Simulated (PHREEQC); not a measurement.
A PHREEQC speciation (ion-association model, wateq4f.dat) at 20 °C gives pH 6.44 and these molalities:

```tsv
species	mol/kgw
SO4-2	0.00516
Cd+2	0.00426
CdSO4	0.00202
Mn+2	0.00101
MnSO4	0.000287
Cd(SO4)2-2	0.000120
CdOH+	4.42e-7
H+	4.06e-7
```

What are the element totals, and what could have been dissolved in 1 kg of water to give them?

One answer among several that fit: totals Cd 0.00640, Mn(2) 0.00130, S(6) 0.00770 mol/kgw, from 0.0064 mol CdSO4 and 0.0013 mol MnSO4 per kg of water.

No solid was allowed to form.
